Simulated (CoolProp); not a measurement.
Neopentane along the isobar 2500 kPa: Z from the reference equation and from simpler models built on Tc = 433.7 K, pc = 3196 kPa, ω = 0.196; each cubic takes its own stable root.

Computed with CoolProp (reference Helmholtz-energy equation of state, Lemmon 2006). It is a short technical equation, of lower accuracy than the large ones.

```
T (K)   phase  reference
-----  ------  ---------
411.9  liquid     0.1296
422       gas     0.5679
432.1     gas     0.6345
442.2     gas     0.6798
452.3     gas     0.7148
462.5     gas     0.7435
472.6     gas     0.7674
482.7     gas     0.7879
492.8     gas     0.8058
502.9     gas     0.8216
513       gas     0.8356
523.2     gas     0.8483
533.3     gas     0.8596
543.4     gas     0.8698
```

Task: How far does each simpler model (van der Waals, Redlich-Kwong, Soave-Redlich-Kwong, Peng-Robinson) lie from the reference over these 14 states: mean and median of the absolute difference, and the worst?

Result: 
- van der Waals: mean 28.2 %, median 1.5 %, worst +357.7 % at 411.9 K and 2500 kPa
- Redlich-Kwong: mean 2.8 %, median 1.2 %, worst +23.6 % at 411.9 K and 2500 kPa
- Soave-Redlich-Kwong: mean 2.2 %, median 0.8 %, worst +18.4 % at 411.9 K and 2500 kPa
- Peng-Robinson: mean 2.4 %, median 2.2 %, worst +5.2 % at 411.9 K and 2500 kPa

At some of these states van der Waals gives the other phase, because its saturation line lies elsewhere.
